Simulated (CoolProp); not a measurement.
Oxygen along the isotherm 84.9 K: Z from the reference equation and from simpler models built on Tc = 154.6 K, pc = 5.046 MPa, ω = 0.022; each cubic takes its own stable root.

Values from CoolProp's reference Helmholtz-energy equation of state, Schmidt 1985.

```csv
p (MPa),phase,reference
0.0239,gas,0.9915
0.0404,gas,0.9853
0.0682,liquid,0.002649
0.115,liquid,0.004466
0.194,liquid,0.007534
0.328,liquid,0.01273
0.553,liquid,0.02146
0.933,liquid,0.03619
1.57,liquid,0.06083
2.66,liquid,0.1029
4.49,liquid,0.1731
7.57,liquid,0.2905
```

How far does each simpler model (Redlich-Kwong, Soave-Redlich-Kwong, Peng-Robinson) lie from the reference over these 12 states: mean and median of the absolute difference, and the worst?


- Redlich-Kwong: mean 9.5 %, median 1.4 %, worst -99.8 % at 84.9 K and 0.0404 MPa
- Soave-Redlich-Kwong: mean 0.2 %, median 0.1 %, worst -0.3 % at 84.9 K and 7.57 MPa
- Peng-Robinson: mean 9.5 %, median 11.4 %, worst -11.4 % at 84.9 K and 4.49 MPa

At some of these states Redlich-Kwong gives the other phase, because its saturation line lies elsewhere.
